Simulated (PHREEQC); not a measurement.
0.072 g of hydrous ferric oxide (600 m²/g; 0.2 weak and 0.005 strong sites per Fe, Dzombak-Morel constants, diffuse double layer) in 1 kg of water with 0.1 mol/kgw of an inert sodium salt and 7.9e-06 mol NiCl2, at 25 °C; the pH is set by adding NaOH or the inert anion's acid. O2 is buffered at 0.21 atm. The system is closed to CO2. Precipitation was switched off in this run.

Model: ion-association model, wateq4f.dat, run in PHREEQC.

| pH | Ni sorbed (%) | surface charge σ (C/m²) | surface potential ψ (mV) |
|---|---|---|---|
| 3 | 0.0 | 0.363 | 153 |
| 3.75 | 0.0 | ___ | ___ |
| 4.12 | 0.0 | 0.311 | 145 |
| 4.88 | ___ | 0.229 | 129 |
| 5.25 | 0.3 | 0.186 | ___ |
| 6 | 5.4 | 0.112 | 94 |
| 6.75 | 34.9 | 0.060 | 64 |
| 7.12 | 54.7 | 0.041 | 49 |
| 7.88 | 92.6 | 0.011 | 15 |
| 8.25 | 98.2 | -0.002 | -2 |
| 9 | 99.9 | -0.030 | -38 |

Problem. What belongs in the gaps?

Solution. 
- 3.75, surface charge σ (C/m²): 0.338
- 3.75, surface potential ψ (mV): 149
- 4.88, Ni sorbed (%): 0.1
- 5.25, surface potential ψ (mV): 119

Species that the database lacks are ignored. The oxide is taken as insoluble; below pH 4 it would dissolve.
